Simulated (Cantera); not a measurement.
An isothermal, constant-pressure homogeneous reactor starts with CH₄ : H₂ : N₂ = 0.012 : 1 : 0.015 (molar parts), at 1775 K and 278 Torr.

Computed with Cantera and GRI-Mech 3.0 (53 species, 325 reactions). GRI-Mech 3.0 stops at C3 and has no aromatics, soot or wall deposition, so with more carbon than oxygen in the feed, carbon stays in small species such as C2H2 where larger ones or solid carbon would form.

Question: Predict: x(CH₄) at 200 s; x(H₂) at 200 s; x(C₂H₂) at 200 s; x(C₂H₄) at 200 s; x(H) at 200 s.

Answer: 
```json
{
 "x(CH₄) at 200 s": "0.00174 (gas-phase equilibrium 0.00140)",
 "x(H₂) at 200 s": "0.978 (gas-phase equilibrium 0.979)",
 "x(C₂H₂) at 200 s": "0.00486 (gas-phase equilibrium 0.00314)",
 "x(C₂H₄) at 200 s": "4.87e-5 (gas-phase equilibrium 3.15e-5)",
 "x(H) at 200 s": "0.000474 (gas-phase equilibrium 0.000474)"
}
```
